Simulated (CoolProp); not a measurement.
Model: reference Helmholtz-energy equation of state, Thol 2014, in CoolProp.

Task: For chloromethane (R40), give the phase and the density (kg/m³), cp (kJ/(kg K)), isothermal compressibility (1/MPa), expansivity (1/kK) at 480.9 K and 26.9 MPa.

Result: 
- 480.9 K and 26.9 MPa: supercritical; density 598, cp 1.94, isothermal compressibility 0.0143, expansivity 4.11
